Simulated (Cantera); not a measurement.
Feed: 1 mol C2H2, 0.036 mol H2O, 14 mol N2, 0.0048 mol NH3, equilibrated at 750 Torr.

Cantera equilibrium calculation (NASA polynomials, part measured and part estimated; ideal gas, pure solids and liquids). Candidate condensed phases: C, C6H6, C7H8, C8H18, H2O; 136 gas species. Rates play no part.

Task: At 2423 K, list the 5 most abundant gas species with their mole fractions, and the condensed phases.

Result: N2 0.919, H2 0.0589, HCN 0.0135, H 0.00430, CO 0.00238. Condensed: C(graphite).
